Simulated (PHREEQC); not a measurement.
0.9 g of hydrous ferric oxide (600 m²/g; 0.2 weak and 0.005 strong sites per Fe, Dzombak-Morel constants, diffuse double layer) in 1 kg of water with 0.3 mol/kgw of an inert sodium salt and 0.0021 mol/kgw Na2SO4 and 0.00029 mol/kgw MgCl2, at 25 °C; the pH is set by adding NaOH or the inert anion's acid. O2 is buffered at 0.21 atm. The system is closed to CO2. Nothing may precipitate in this run.

Base run: PHREEQC, ion-association model, wateq4f.dat. Each further column changes one thing. The table gives S sorbed (%).

```
pH   base  no electrostatic term (-no_edl)  background salt from 0.3 to 0.03 mol/kgw  oxide from 0.9 to 4.5 g/kgw
---  ----  -------------------------------  ----------------------------------------  ---------------------------
3    29.3                              0.1                                      42.5                         92.3
3.5  29.3                              0.1                                      42.5                         92.3
4    29.0                              0.1                                      42.1                          ___
4.5  28.0                              0.1                                       ___                         89.9
5    25.7                              0.1                                      37.9                          ___
5.5  21.4                              0.1                                      32.5                         75.5
6    15.4                              0.1                                      25.0                         58.8
6.5   9.1                              0.1                                       ___                         37.6
7     4.0                              0.1                                       ___                         18.1
7.5   1.3                              0.2                                       3.5                          6.0
8     0.4                              0.2                                       ___                          1.4
8.5   0.1                              0.1                                       0.2                          ___
9     0.0                              0.1                                       0.0                          0.1
```

Question: Some entries are withheld; supply them.

Answer: 
- 4, oxide from 0.9 to 4.5 g/kgw: 91.7
- 4.5, background salt from 0.3 to 0.03 mol/kgw: 40.8
- 5, oxide from 0.9 to 4.5 g/kgw: 85.3
- 6.5, background salt from 0.3 to 0.03 mol/kgw: 16.6
- 7, background salt from 0.3 to 0.03 mol/kgw: 9.0
- 8, background salt from 0.3 to 0.03 mol/kgw: 1.0
- 8.5, oxide from 0.9 to 4.5 g/kgw: 0.3

The oxide is taken as insoluble; below pH 4 it would dissolve.
